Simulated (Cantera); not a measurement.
A freely propagating, adiabatic, planar premixed flame of CH4 : H2 : O2 : N2 = 1 : 0.05 : 2.05 : 7.69 (molar parts), unburnt at 425 K and 0.987 atm; mixture-averaged transport, grid criteria slope 0.08 and curve 0.16, no radiation.

Cantera simulation using GRI-Mech 3.0 (53 species, 325 reactions); the numbers are that mechanism's predictions, not measurements. Burning velocities carry a grid error of a few per cent, more on coarse grids.

Q: Predict: laminar burning velocity; thermal thickness; peak x(HO2); peak x(HCO); peak x(HCN).

A: 
| Quantity | Result |
|---|---|
| laminar burning velocity | 70.7 cm/s |
| thermal thickness | 0.382 mm |
| peak x(HO2) | 0.000170 |
| peak x(HCO) | 5.29e-5 |
| peak x(HCN) | 3.25e-6 |
